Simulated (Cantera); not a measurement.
Mixture: 22.8 % H2, 16.8 % O2, 60.4 % N2, equivalence ratio 0.68, at 100000 Pa, adiabatic and at constant volume. Ignition delay is the time to a rise of 400 K.

Computed with Cantera and GRI-Mech 3.0 (53 species, 325 reactions). Where the delays flatten at high temperature, the 400 K rule measures the pace of heat release, not the induction time.

Question: Predict: delay at 1175 K; delay at 1325 K; delay at 1475 K; delay at 1625 K.

Answer: 
```
Quantity           Value
---------------  -------
delay at 1175 K  50.9 µs
delay at 1325 K  25.8 µs
delay at 1475 K  17.2 µs
delay at 1625 K  14.2 µs
```
